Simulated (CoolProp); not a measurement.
The fluid at 293.15 K and 0.548 MPa is throttled through a valve to 0.292 MPa with no heat exchange. The same conditions are run with several fluids, on thermodynamics alone (safety and materials aside).

Model: reference Helmholtz-energy equation of state of each fluid (ammonia: Gao 2020; R404A: Lemmon 2003; R1132(E): Akasaka 2024; carbonyl sulfide: Lemmon 2006; R13: Platzer 1990), in CoolProp. The equations of Platzer and Polt are older, rougher fits. Blends and air are pseudo-pure fits.

Problem. Rank ammonia, R404A, R1132(E), carbonyl sulfide, R13 by temperature change (K), highest first.

Solution. R13 (-3.1), R1132(E) (-4.5), R404A (-5.0), carbonyl sulfide (-5.7), ammonia (-7.8)

```json
[
 {"fluid": "ammonia", "final density (kg/m³)": "2.18"},
 {"fluid": "R404A", "final density (kg/m³)": "12.6"},
 {"fluid": "R1132(E)", "final density (kg/m³)": "8.10"},
 {"fluid": "carbonyl sulfide", "final density (kg/m³)": "7.62"},
 {"fluid": "R13", "final density (kg/m³)": "13.0"}
]
```
